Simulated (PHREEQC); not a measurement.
# Acid mine or pickling water: an equilibrium model

Model water analysis in mmol/kgw, 25 °C, pH 1.94, pe 9.1: Na 0.866; K 0.448; Ca 3.44; Mg 0.131; Cl 1.49; S(6) 16.4; F 0.00931; Al 1.27.

Na is adjusted to close the charge balance.
Valence states are taken as typed.

Model: ion-association model, wateq4f.dat, run in PHREEQC.

Each row changes one thing in this solution. This is a speciation only: nothing precipitates in the calculation.

| case | ionic strength (mol/kgw) | SO4-2 (mol/kgw) | HSO4- (mol/kgw) | Ca+2 (mol/kgw) | CaSO4 (mol/kgw) | Al+3 (mol/kgw) | SI of Gypsum (CaSO4:2H2O) | SI of Gibbsite (Al(OH)3) |
|---|---|---|---|---|---|---|---|---|
| as made | 0.0355 | 0.00836 | 0.00563 | 0.00234 | 0.00101 | 0.000209 | -0.71 | -6.53 |
| F from 0.00931 to 0.0186 mmol/kgw | 0.0355 | 0.00837 | 0.00563 | 0.00234 | 0.00101 | 0.000207 | -0.71 | -6.53 |
| temperature from 25 to 10 °C at the same typed pH | 0.0377 | 0.00937 | 0.00465 | 0.00238 | 0.000995 | 0.000224 | -0.64 | -7.38 |

Away from 25 °C the constants follow the database's enthalpies or fits; those with neither stay at their 25 °C values. Fluoro complexes past AlF4- and FeF3 are missing from the database.
